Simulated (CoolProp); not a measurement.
Saturated liquid density (kg/m³) of dimethyl ether: the reference equation beside estimates from Tc = 400.4 K, pc = 53.37 bar, ω = 0.196.

Model: reference Helmholtz-energy equation of state, Wu 2011, in CoolProp.

| T (K) | reference | Redlich-Kwong | Soave-Redlich-Kwong |
|---|---|---|---|
| 202.1 | 795.8 | 716.8 | 726.4 |
| 211.4 | 784.0 | [?] | 716.9 |
| 220.7 | 772.0 | 695.0 | 706.9 |
| 229.9 | 760.0 | 683.6 | 696.5 |
| 239.2 | 747.6 | 671.5 | 685.5 |
| 248.4 | 735.1 | 659.0 | [?] |
| 257.7 | 722.2 | 645.8 | 661.8 |
| 266.9 | 709.1 | 632.2 | [?] |
| 276.2 | 695.5 | [?] | [?] |
| 285.4 | 681.5 | 602.7 | 621.0 |
| 294.7 | [?] | 586.7 | 605.6 |
| 303.9 | 652.0 | 570.0 | 589.4 |
| 313.2 | 636.2 | 552.2 | 571.9 |
| 322.4 | 619.7 | 533.5 | [?] |
| 331.7 | [?] | 513.3 | 533.0 |

**Question.** What belongs in the gaps?

**Answer.** 
- 211.4, Redlich-Kwong: 706.1
- 248.4, Soave-Redlich-Kwong: 674.0
- 266.9, Soave-Redlich-Kwong: 649.0
- 276.2, Redlich-Kwong: 617.7
- 276.2, Soave-Redlich-Kwong: 635.3
- 294.7, reference: 667.0
- 322.4, Soave-Redlich-Kwong: 553.3
- 331.7, reference: 602.0

Absolute difference from the reference over all 15 rows, mean and median: Redlich-Kwong 11.4 and 10.8 %, Soave-Redlich-Kwong 9.1 and 8.7 %.
